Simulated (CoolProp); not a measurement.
Nitrous oxide at 434.31 K and 2.53 MPa is throttled through a valve to 0.327 MPa with no heat exchange. Each further row changes one setting.

Values from CoolProp's reference Helmholtz-energy equation of state, Lemmon 2006. It is a short technical equation, of lower accuracy than the large ones.

| case | temperature change (K) | final density (kg/m³) |
|---|---|---|
| as stated | -10.5 | 4.11 |
| outlet pressure 0.0981 MPa | -11.6 | 1.23 |
| outlet pressure 0.425 MPa | -10.0 | 5.34 |
